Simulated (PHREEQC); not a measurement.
# Brackish or sea water: an equilibrium model

A made-up water analysis in mmol/kgw, 20 °C, pH 6.97:

```json
[
 {"constituent": "Na", "mmol/kgw": "156"},
 {"constituent": "K", "mmol/kgw": "3.76"},
 {"constituent": "Ca", "mmol/kgw": "10.5"},
 {"constituent": "Mg", "mmol/kgw": "8.89"},
 {"constituent": "Cl", "mmol/kgw": "188"},
 {"constituent": "S(6)", "mmol/kgw": "9.21"},
 {"constituent": "Alkalinity (meq/kgw)", "mmol/kgw": "1.37"},
 {"constituent": "Si", "mmol/kgw": "1.5"},
 {"constituent": "Sr", "mmol/kgw": "0.0471"}
]
```

Cl is adjusted to close the charge balance.
Valence states are taken as typed.

Equilibrium calculation in PHREEQC: Pitzer model, pitzer.dat.

The ionic strength is 0.227 mol/kgw. The activity of water is 0.994. The specific conductance comes out as 17100 µS/cm, the density comes out as 1.007 g/cm³ and the osmotic coefficient is 0.903.

| species | molality | activity | log γ |
|---|---|---|---|
| Cl- | 0.179 | 0.127 | -0.150 |
| Na+ | 0.156 | 0.116 | -0.128 |
| Ca+2 | 0.0105 | 0.00297 | -0.548 |
| SO4-2 | 0.00921 | 0.00170 | -0.733 |
| Mg+2 | 0.00889 | 0.00268 | -0.521 |
| K+ | 0.00376 | 0.00271 | -0.142 |
| H4SiO4 | 0.00150 | 0.00154 | 0.011 |
| HCO3- | 0.00136 | 0.00107 | -0.106 |
| CO2 | 0.000262 | 0.000271 | 0.015 |
| Sr+2 | 4.71e-5 | 1.34e-5 | -0.545 |
| H3SiO4- | 2.80e-6 | 1.77e-6 | -0.201 |
| CO3-2 | 2.04e-6 | 4.10e-7 | -0.697 |
| MgCO3 | 8.66e-7 | 8.66e-7 | 0.000 |

Precipitation was switched off in this run.
